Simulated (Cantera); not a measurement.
What does this Cantera script print?

```python
import numpy as np
import cantera as ct

gas = ct.Solution("gri30.yaml")
gas.TPX = 1573, 370000, {'CH4': 1, 'H2O': 4.1, 'H2': 0.17}
inlet = ct.Reservoir(gas, clone=True)

reactor = ct.IdealGasConstPressureReactor(gas, energy="off", clone=False)
exhaust = ct.Reservoir(gas, clone=True)
tau = [0.45, 0.19, 0.082, 0.035, 0.015, 0.0064, 0.0028][0]
for a, b in ((inlet, reactor), (reactor, exhaust)):
    ct.MassFlowController(a, b, mdot=lambda t: reactor.mass / tau)
net = ct.ReactorNet([reactor])
show = ['CH4', 'H2O', 'H2', 'C2H2', 'O2', 'OH', 'C2H4']

rows = []
print(f"{'tau/s':>10s}{'T/K':>9s}" + "".join(f"{s:>11s}" for s in show))
for tau in [0.45, 0.19, 0.082, 0.035, 0.015, 0.0064, 0.0028]:
    net.initial_time = 0.0
    net.advance(30 * tau)
    before = gas.X
    net.advance(40 * tau)
    drift = np.max(np.abs(gas.X - before) / (gas.X + 1e-9))
    rows.append([gas.T, *gas[show].X, drift])
    print(f"{tau:10.3e}{gas.T:9.1f}" + "".join(f"{x:11.3e}" for x in gas[show].X))
```

Output:

```
     tau/s      T/K        CH4        H2O         H2       C2H2         O2         OH       C2H4
 4.500e-01   1573.0  6.506e-02  6.149e-01  2.503e-01  2.552e-02  1.817e-11  8.793e-07  3.548e-03
 1.900e-01   1573.0  8.090e-02  6.617e-01  2.017e-01  2.913e-02  2.589e-11  9.978e-07  3.495e-03
 8.200e-02   1573.0  1.018e-01  6.999e-01  1.563e-01  2.752e-02  3.845e-11  1.108e-06  3.030e-03
 3.500e-02   1573.0  1.262e-01  7.294e-01  1.154e-01  2.130e-02  5.848e-11  1.212e-06  2.594e-03
 1.500e-02   1573.0  1.493e-01  7.504e-01  8.220e-02  1.330e-02  8.193e-11  1.305e-06  2.440e-03
 6.400e-03   1573.0  1.673e-01  7.644e-01  5.827e-02  6.419e-03  8.971e-11  1.376e-06  2.331e-03
 2.800e-03   1573.0  1.784e-01  7.722e-01  4.414e-02  2.324e-03  6.745e-11  1.400e-06  1.870e-03
```

Computed with Cantera and GRI-Mech 3.0 (53 species, 325 reactions).
